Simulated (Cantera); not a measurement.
A closed system holds: 1 mol Si, 0.6 mol O2, 160 mol H2, equilibrated at 2098 K and 10000 Pa.

These are equilibrium values from Cantera (NASA tables, ideal gas, pure condensed phases), not measurements of a reactor. Candidate condensed phases: H2O, Si, SiO2; 18 gas species. Rates play no part.

Base state: H2 0.983, H 0.00965, SiO 0.00618, H2O 0.00124 (mole fractions); condensed: gas only.

**Question.** What changes in the equilibrium state with this change: O2 from 0.6 to 1.7 mol?

**Answer.** 
| species | before | after |
|---|---|---|
| H2 | 0.983 | 0.969 |
| H2O | 0.00124 | 0.0148 |
| H | 0.00965 | 0.00958 |
| SiO | 0.00618 | 0.00618 |
| OH | 1.44e-6 | 1.74e-5 |
